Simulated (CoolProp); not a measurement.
Vapour pressure (bar) of carbon dioxide: the reference equation beside estimates from Tc = 304.1 K, pc = 73.77 bar, ω = 0.224. Clausius-Clapeyron is anchored at 231.5 K with a constant enthalpy of vaporisation of 14.32 kJ/mol.

Values from CoolProp's reference Helmholtz-energy equation of state, Span 1996.

```json
[
 {"T (K)": "231.5", "reference": "9.448", "Lee-Kesler": "9.451", "Clausius-Clapeyron": "9.448", "van der Waals": "22.38", "Redlich-Kwong": "12.60", "Soave-Redlich-Kwong": "9.466", "Peng-Robinson": "9.370"},
 {"T (K)": "238", "reference": "11.96", "Lee-Kesler": "11.95", "Clausius-Clapeyron": "11.58", "van der Waals": "25.52", "Redlich-Kwong": "15.48", "Soave-Redlich-Kwong": "11.99", "Peng-Robinson": "11.86"},
 {"T (K)": "244.6", "reference": "14.99", "Lee-Kesler": "14.96", "Clausius-Clapeyron": "14.07", "van der Waals": "28.98", "Redlich-Kwong": "18.84", "Soave-Redlich-Kwong": "15.04", "Peng-Robinson": "14.86"},
 {"T (K)": "251.2", "reference": "18.54", "Lee-Kesler": "18.49", "Clausius-Clapeyron": "16.93", "van der Waals": "32.73", "Redlich-Kwong": "22.67", "Soave-Redlich-Kwong": "18.63", "Peng-Robinson": "18.40"},
 {"T (K)": "257.7", "reference": "22.60", "Lee-Kesler": "22.53", "Clausius-Clapeyron": "20.13", "van der Waals": "36.70", "Redlich-Kwong": "26.94", "Soave-Redlich-Kwong": "22.75", "Peng-Robinson": "22.46"},
 {"T (K)": "264.3", "reference": "27.36", "Lee-Kesler": "27.26", "Clausius-Clapeyron": "23.79", "van der Waals": "41.03", "Redlich-Kwong": "31.79", "Soave-Redlich-Kwong": "27.57", "Peng-Robinson": "27.24"},
 {"T (K)": "270.8", "reference": "32.73", "Lee-Kesler": "32.60", "Clausius-Clapeyron": "27.81", "van der Waals": "45.59", "Redlich-Kwong": "37.11", "Soave-Redlich-Kwong": "33.01", "Peng-Robinson": "32.64"},
 {"T (K)": "277.4", "reference": "38.94", "Lee-Kesler": "38.78", "Clausius-Clapeyron": "32.36", "van der Waals": "50.52", "Redlich-Kwong": "43.09", "Soave-Redlich-Kwong": "39.29", "Peng-Robinson": "38.90"}
]
```

Absolute difference from the reference over all 8 rows, mean and median: Lee-Kesler 0.3 and 0.3 %, Clausius-Clapeyron 9.2 and 9.8 %, van der Waals 75.2 and 69.5 %, Redlich-Kwong 21.3 and 20.7 %, Soave-Redlich-Kwong 0.6 and 0.6 %, Peng-Robinson 0.6 and 0.7 %.
